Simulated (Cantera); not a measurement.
Source: NASA polynomial tables (part measured, part estimated), evaluated in Cantera. Values are per mole of reaction as written; species without (g) are pure solids or liquids, kept so even where they would boil at 1 bar.

Task: Between 600 and 1050 K, where is each reaction favourable under standard conditions?
- 3 C + 2 Ti₄O₇ = 8 TiO(g) + 3 CO₂(g)

Result: 
- 3 C + 2 Ti₄O₇ = 8 TiO(g) + 3 CO₂(g): ΔG° is 4820 kJ at 600 K and 3940 kJ at 1050 K; it stays positive (K < 1). ΔH° is 5944 kJ and ΔS° 1909 J/K at 1050 K.
